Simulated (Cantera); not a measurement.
Mixture: CH4 : C2H6 : O2 : N2 = 1 : 0.1 : 1.31 : 7.44 (molar parts), equivalence ratio 1.8, at 1.00 bar, adiabatic and at constant volume. Ignition delay is the time to a rise of 400 K.

Cantera simulation using GRI-Mech 3.0 (53 species, 325 reactions); the numbers are that mechanism's predictions, not measurements.

### Question
What does this change do: pressure from 1.00 bar to 6.40 bar?

### Answer
| quantity | before | after |
|---|---|---|
| delay at 1000 K | 0.134 s | 29.4 ms |
| delay at 1150 K | 16.8 ms | 3.33 ms |
| delay at 1300 K | 3.36 ms | 0.759 ms |
| delay at 1450 K | 0.709 ms | 0.197 ms |
| apparent activation energy between 1375 and 1525 K | 170 kJ/mol | 160 kJ/mol |

### Question
What does this change do: N2 7.44 to 13 parts?

### Answer
| quantity | before | after |
|---|---|---|
| delay at 1000 K | 0.134 s | 0.194 s |
| delay at 1150 K | 16.8 ms | 29.8 ms |
| delay at 1300 K | 3.36 ms | 6.32 ms |
| delay at 1450 K | 0.709 ms | 1.27 ms |
| apparent activation energy between 1375 and 1525 K | 170 kJ/mol | 180 kJ/mol |

### Question
What does this change do: pressure from 1.00 bar to 10.0 bar?

### Answer
```json
[
 {"quantity": "delay at 1000 K", "before": "0.134 s", "after": "20.8 ms"},
 {"quantity": "delay at 1150 K", "before": "16.8 ms", "after": "2.22 ms"},
 {"quantity": "delay at 1300 K", "before": "3.36 ms", "after": "0.505 ms"},
 {"quantity": "delay at 1450 K", "before": "0.709 ms", "after": "0.138 ms"},
 {"quantity": "apparent activation energy between 1375 and 1525 K", "before": "170 kJ/mol", "after": "150 kJ/mol"}
]
```
